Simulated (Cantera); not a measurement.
Cantera run, input and output.

```python
import numpy as np
import cantera as ct

gas = ct.Solution("SiF4_NH3_mec.yaml", "gas")
gas.TPX = 1973, 200000, {'NH3': 1, 'N2': 3.3}
reactor = ct.IdealGasConstPressureReactor(gas, energy="off", clone=False)
net = ct.ReactorNet([reactor])
net.rtol, net.atol = 1e-08, 1e-18
show = ['NH3', 'N2', 'N2H4', 'H2', 'N']
times = np.geomspace(2e-05, 2, 12)

steps = ct.SolutionArray(gas, extra=["t"])
rows = []
print(f"{'t/s':>10s}{'T/K':>9s}{'P/Pa':>11s}" + "".join(f"{s:>11s}" for s in show))
for t in times:
    while net.time < t:
        t_next = net.step()
        steps.append(gas.state, t=t_next)
    rows.append([np.interp(t, steps.t, y) for y in (steps.T, steps.P, *steps(*show).X.T)])
    print(f"{t:10.3e}{rows[-1][0]:9.1f}{rows[-1][1]:11.4g}" + "".join(f"{x:11.3e}" for x in rows[-1][2:]))
rate = np.gradient(steps.T, steps.t)
print("integrator steps:", len(steps.t))
if steps.T.max() > steps.T[0] + 200:
    print(f"time of steepest temperature rise: {steps.t[rate.argmax()]:.4e} s")
gas.TPX = 1973, 200000, {'NH3': 1, 'N2': 3.3}
gas.equilibrate("TP")
print(f"equilibrium (TP): T = {gas.T:.1f} K  " + "  ".join(f"{s} {gas[s].X[0]:.3e}" for s in show))
```

It prints:

```
       t/s      T/K       P/Pa        NH3         N2       N2H4         H2          N
 2.000e-05   1973.0      2e+05  2.324e-01  7.674e-01  2.378e-08  7.491e-05  8.095e-10
 5.696e-05   1973.0      2e+05  2.321e-01  7.673e-01  1.550e-07  2.628e-04  5.114e-09
 1.622e-04   1973.0      2e+05  2.311e-01  7.670e-01  3.791e-07  1.246e-03  1.869e-08
 4.620e-04   1973.0      2e+05  2.283e-01  7.664e-01  3.657e-07  4.631e-03  5.267e-08
 1.316e-03   1973.0      2e+05  2.207e-01  7.648e-01  2.995e-07  1.398e-02  1.448e-07
 3.748e-03   1973.0      2e+05  2.008e-01  7.605e-01  2.175e-07  3.829e-02  3.171e-07
 1.067e-02   1973.0      2e+05  1.556e-01  7.507e-01  1.321e-07  9.327e-02  4.814e-07
 3.040e-02   1973.0      2e+05  8.230e-02  7.347e-01  4.972e-08  1.826e-01  5.376e-07
 8.658e-02   1973.0      2e+05  2.104e-02  7.214e-01  6.311e-09  2.572e-01  4.203e-07
 2.466e-01   1973.0      2e+05  2.990e-03  7.175e-01  2.383e-10  2.791e-01  1.585e-07
 7.022e-01   1973.0      2e+05  6.080e-04  7.169e-01  1.140e-11  2.820e-01  4.034e-08
 2.000e+00   1973.0      2e+05  1.770e-04  7.168e-01  9.786e-13  2.825e-01  1.200e-08
integrator steps: 1619
equilibrium (TP): T = 1973.0 K  NH3 5.331e-06  N2 7.168e-01  N2H4 8.912e-16  H2 2.827e-01  N 3.623e-10
```

Computed with Cantera and the gas-phase N/H chemistry of the illustrative SiF4/NH3 mechanism in the Surface Chemkin manual (1991). Walls and surfaces, which speed up NH3 decomposition in real reactors, are not modelled.
